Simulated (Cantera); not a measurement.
Input (Python, Cantera) and output of one run.

```python
import numpy as np
import cantera as ct

gas_names = """
    Br Br2 H HBr H2 N NH NH2 NH3 N2 N2H2 N2H4 Si SiBr SiBr2 SiBr3 SiBr4 SiH SiHBr3 SiH2 SiH2Br2 SiH3
    SiH3Br SiH4 SiN Si2 Si2N Si3
""".split()
cond_names = """
    Br2(cr) Br2(L) Si(cr) Si(L) Si3N4(a)
""".split()


# ... load() reads the species with a 1 bar reference pressure and builds the phases ...
atoms = {
    'Si': {'Si': 1},
    'HBr': {'H': 1, 'Br': 1},
    'N2': {'N': 2},
}
top_T = {'Si3N4(a)': 2400}  # K; cautious upper limits of use, not melting points


# ... equilibrate(T, P, feed) seeds the gas with the atoms and calls Mixture.equilibrate('TP', solver="vcs", rtol=1e-11, max_steps=5000) ...
results = []
feed = {'Si': 1, 'HBr': 1.7, 'N2': 2.9}  # mol
P = 460  # Pa
for T in [823, 873, 923, 973, 1023, 1073, 1123, 1173, 1223, 1273, 1323]:
    mix = equilibrate(T, P, feed)
    results.append((T, P, feed, dict(zip(mix.species_names, mix.species_moles))))
    x = sorted(zip(gas.X, gas.species_names), reverse=True)
    print(f"T = {T:g} K  P = {P:g} Pa  gas = {mix.phase_moles(0):.4g} mol")
    print("   x: " + "  ".join(f"{s} {v:.3e}" for v, s in x if v > 1e-06))
    print("   condensed (mol): " + ("  ".join(f"{mix.phase(i).name} {mix.phase_moles(i):.4g}"
          for i in range(1, mix.n_phases) if mix.phase_moles(i) > 1e-12) or "none"))
```

It prints:

```
T = 823 K  P = 460 Pa  gas = 3.898 mol
   x: N2 5.913e-01  HBr 3.263e-01  H2 5.492e-02  SiBr4 2.746e-02  SiHBr3 3.089e-06  Br 1.564e-06
   condensed (mol): Si3N4(a) 0.2977
T = 873 K  P = 460 Pa  gas = 3.898 mol
   x: N2 5.908e-01  HBr 3.284e-01  H2 5.385e-02  SiBr4 2.692e-02  Br 5.643e-06  SiHBr3 5.313e-06  SiBr3 1.498e-06
   condensed (mol): Si3N4(a) 0.2983
T = 923 K  P = 460 Pa  gas = 3.899 mol
   x: N2 5.905e-01  HBr 3.301e-01  H2 5.296e-02  SiBr4 2.647e-02  Br 1.773e-05  SiHBr3 8.617e-06  SiBr3 5.253e-06
   condensed (mol): Si3N4(a) 0.2989
T = 973 K  P = 460 Pa  gas = 3.9 mol
   x: N2 5.901e-01  HBr 3.315e-01  H2 5.222e-02  SiBr4 2.608e-02  Br 4.957e-05  SiBr3 1.616e-05  SiHBr3 1.330e-05  SiBr2 3.052e-06
   condensed (mol): Si3N4(a) 0.2994
T = 1023 K  P = 460 Pa  gas = 3.9 mol
   x: N2 5.898e-01  HBr 3.327e-01  H2 5.159e-02  SiBr4 2.571e-02  Br 1.254e-04  SiBr3 4.447e-05  SiHBr3 1.965e-05  SiBr2 1.591e-05  Br2 1.295e-06
   condensed (mol): Si3N4(a) 0.2998
T = 1073 K  P = 460 Pa  gas = 3.901 mol
   x: N2 5.895e-01  HBr 3.336e-01  H2 5.109e-02  SiBr4 2.534e-02  Br 2.909e-04  SiBr3 1.110e-04  SiBr2 7.083e-05  SiHBr3 2.796e-05  Br2 2.378e-06
   condensed (mol): Si3N4(a) 0.3001
T = 1123 K  P = 460 Pa  gas = 3.903 mol
   x: N2 5.891e-01  HBr 3.341e-01  H2 5.072e-02  SiBr4 2.485e-02  Br 6.259e-04  SiBr2 2.744e-04  SiBr3 2.539e-04  SiHBr3 3.839e-05  Br2 4.126e-06
   condensed (mol): Si3N4(a) 0.3003
T = 1173 K  P = 460 Pa  gas = 3.907 mol
   x: N2 5.887e-01  HBr 3.339e-01  H2 5.057e-02  SiBr4 2.407e-02  Br 1.258e-03  SiBr2 9.381e-04  SiBr3 5.346e-04  SiHBr3 5.085e-05  Br2 6.782e-06
   condensed (mol): Si3N4(a) 0.3
T = 1223 K  P = 460 Pa  gas = 3.916 mol
   x: N2 5.879e-01  HBr 3.323e-01  H2 5.086e-02  SiBr4 2.260e-02  SiBr2 2.845e-03  Br 2.368e-03  SiBr3 1.032e-03  SiHBr3 6.443e-05  Br2 1.053e-05
   condensed (mol): Si3N4(a) 0.2987
T = 1273 K  P = 460 Pa  gas = 3.937 mol
   x: N2 5.868e-01  HBr 3.276e-01  H2 5.207e-02  SiBr4 1.981e-02  SiBr2 7.603e-03  Br 4.168e-03  SiBr3 1.787e-03  SiHBr3 7.648e-05  Br2 1.521e-05  H 2.399e-06
   condensed (mol): Si3N4(a) 0.2949
T = 1323 K  P = 460 Pa  gas = 3.975 mol
   x: N2 5.854e-01  HBr 3.173e-01  H2 5.518e-02  SiBr2 1.748e-02  SiBr4 1.512e-02  Br 6.776e-03  SiBr3 2.653e-03  SiHBr3 8.164e-05  Br2 1.985e-05  H 5.492e-06
   condensed (mol): Si3N4(a) 0.2865
```

Method: chemical equilibrium by Gibbs-energy minimisation in Cantera with the NASA 1993 tables (ideal gas, pure condensed phases). N2 is the only nitrogen source here; it is nearly inert below about 1500 K, so the nitride shown seldom forms there in practice. The tables' values for SiBr3 are old estimates; treat these amounts as uncertain.
